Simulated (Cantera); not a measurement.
A perfectly stirred reactor is fed with H2 : O2 : N2 = 1.9 : 1 : 1.1 (molar parts), equivalence ratio 0.95, at 13300 Pa; it is held at 1098 K, and followed from long to short residence time.

Computed with Cantera and the H2/O2 subset of GRI-Mech 3.0, which has no nitrogen chemistry. The temperature is held fixed by assumption; the heat of reaction is taken as removed at once.

Q: What does this change do: temperature 1098 to 1400 K?

A: 
```
quantity                  before     after
----------------------  --------  --------
x(H2) at τ = 0.710 s     0.00304   0.00389
x(O2) at τ = 0.710 s      0.0178    0.0179
x(H2O2) at τ = 0.710 s   2.03e-6   5.44e-7
x(OH) at τ = 0.710 s    0.000389   0.00167
x(H) at τ = 0.710 s     0.000305  0.000513
x(H2) at τ = 15.0 ms      0.0248    0.0272
x(O2) at τ = 15.0 ms      0.0296    0.0300
x(H2O2) at τ = 15.0 ms   2.27e-6   1.69e-6
x(OH) at τ = 15.0 ms     0.00142   0.00571
x(H) at τ = 15.0 ms      0.00796    0.0129
```

Q: What does this change do: pressure from 13300 Pa to 17000 Pa?

A: 
| quantity | before | after |
|---|---|---|
| x(H2) at τ = 0.710 s | 0.00304 | 0.00261 |
| x(O2) at τ = 0.710 s | 0.0178 | 0.0176 |
| x(H2O2) at τ = 0.710 s | 2.03e-6 | 2.13e-6 |
| x(OH) at τ = 0.710 s | 0.000389 | 0.000307 |
| x(H) at τ = 0.710 s | 0.000305 | 0.000191 |
| x(H2) at τ = 15.0 ms | 0.0248 | 0.0222 |
| x(O2) at τ = 15.0 ms | 0.0296 | 0.0279 |
| x(H2O2) at τ = 15.0 ms | 2.27e-6 | 2.73e-6 |
| x(OH) at τ = 15.0 ms | 0.00142 | 0.00115 |
| x(H) at τ = 15.0 ms | 0.00796 | 0.00534 |
